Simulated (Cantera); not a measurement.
A freely propagating, adiabatic, planar premixed flame of 4.71 % CH₄, 3.72 % C₂H₆, 24.7 % O₂, 64.1 % N₂, 2.78 % CO₂, equivalence ratio 0.91, unburnt at 425 K and 8.60 bar; mixture-averaged transport, grid criteria slope 0.08 and curve 0.16, no radiation.

Computed with Cantera and GRI-Mech 3.0 (53 species, 325 reactions). Burning velocities carry a grid error of a few per cent, more on coarse grids.

Problem. Predict: laminar burning velocity; thermal thickness; peak x(C₂H).

Solution. 
```
Quantity                     Result
------------------------  ---------
laminar burning velocity  58.5 cm/s
thermal thickness         0.0485 mm
peak x(C₂H)                 1.84e-6
```
